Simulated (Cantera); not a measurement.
A perfectly stirred reactor is fed with 3.55 % CH4, 25.5 % O2, 70.9 % N2, equivalence ratio 0.28, at 2180 Torr; it is adiabatic with a 575 K inlet, and is followed from long to short residence time, starting on the burning branch (τ in s: 0.11, 0.043, 0.017, 0.0066, 0.0026, 0.001, 0.0004, 0.00015, 6.1e-05, 2.4e-05, 9.3e-06, 3.6e-06).

Model: GRI-Mech 3.0 (53 species, 325 reactions), integrated in Cantera.

x: mole fraction; the columns are a selection and need not sum to one.

| τ (s) | T (K) | x CH4 | x O2 | x CH2 | x OH | x CH2CO | x H2 | x H2O |
|---|---|---|---|---|---|---|---|---|
| 0.11 | 1399 | 4.76e-5 | 0.185 | (withheld) | 7.82e-5 | 1.28e-7 | 9.14e-6 | 0.0707 |
| 0.043 | 1393 | 0.000103 | 0.185 | (withheld) | 8.87e-5 | 4.06e-7 | 2.29e-5 | 0.0706 |
| 0.017 | 1378 | 0.000253 | 0.186 | (withheld) | 8.65e-5 | 1.44e-6 | 6.55e-5 | 0.0701 |
| 0.0066 | 575 | 0.0355 | 0.255 | <1e-12 | <1e-12 | <1e-12 | <1e-12 | <1e-12 |
| 0.0026 | 575 | 0.0355 | 0.255 | <1e-12 | <1e-12 | <1e-12 | <1e-12 | <1e-12 |
| 0.0010 | 575 | 0.0355 | 0.255 | <1e-12 | <1e-12 | <1e-12 | <1e-12 | <1e-12 |
| 0.00040 | 575 | 0.0355 | 0.255 | <1e-12 | <1e-12 | <1e-12 | <1e-12 | <1e-12 |
| 0.00015 | 575 | 0.0355 | 0.255 | <1e-12 | <1e-12 | <1e-12 | <1e-12 | <1e-12 |
| 6.1e-5 | 575 | 0.0355 | 0.255 | <1e-12 | <1e-12 | <1e-12 | <1e-12 | <1e-12 |
| 2.4e-5 | 575 | 0.0355 | 0.255 | <1e-12 | <1e-12 | <1e-12 | <1e-12 | <1e-12 |
| 9.3e-6 | 575 | 0.0355 | 0.255 | <1e-12 | <1e-12 | <1e-12 | <1e-12 | <1e-12 |
| 3.6e-6 | 575 | 0.0355 | 0.255 | <1e-12 | <1e-12 | <1e-12 | <1e-12 | <1e-12 |

Problem. Complete the blanks.

Solution. 
- 0.11, x CH2: 2.52e-9
- 0.043, x CH2: 5.61e-9
- 0.017, x CH2: 1.08e-8
